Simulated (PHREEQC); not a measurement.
**Brine: speciation**

Dissolve 1.8 mol/kgw NaOH and 0.0089 mol/kgw Na2B4O7 at 25 °C. Closed to the air; pH follows from the charge balance.

Model: Pitzer model, pitzer.dat, run in PHREEQC.

Precipitation was switched off in this run.

What pH, activity of water, osmotic coefficient does the model give?

pH 14.14; activity of water 0.937; osmotic coefficient 0.996.

In brines, pH and single-ion activities rest on the MacInnes convention.
